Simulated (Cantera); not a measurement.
Feed: 1 mol Si, 0.3 mol CO, 12 mol N2, at 22.0 Pa.

Method: chemical equilibrium by Gibbs-energy minimisation in Cantera with the NASA 1993 tables (ideal gas, pure condensed phases). Candidate condensed phases: C, Si, SiC, SiO2, Si2N2O, Si3N4; 34 gas species. N2 is the only nitrogen source here; it is nearly inert below about 1500 K, so the nitride shown seldom forms there in practice. Mutual solubility and eutectic melting of coexisting phases are not modelled. Equilibrium is a limit: real reactors are often held back by kinetics, nucleation or transport. All values below are at 1200 K.

Base state: N2 1.000, CO 2.23e-5 (mole fractions); condensed: SiC(s) + Si2N2O(s) + Si3N4(s).

Problem. What changes in the equilibrium state with this change: pressure from 22.0 Pa to 1.33 mbar?

Solution. 
```tsv
species	before	after
N2	1.000	1.000
CO	2.23e-5	1.02e-5
SiC(s), mol	0.300	0
Si2N2O(s), mol	0.300	0.300
Si3N4(s), mol	0.0336	0.133
C(graphite), mol	0	0.300
```
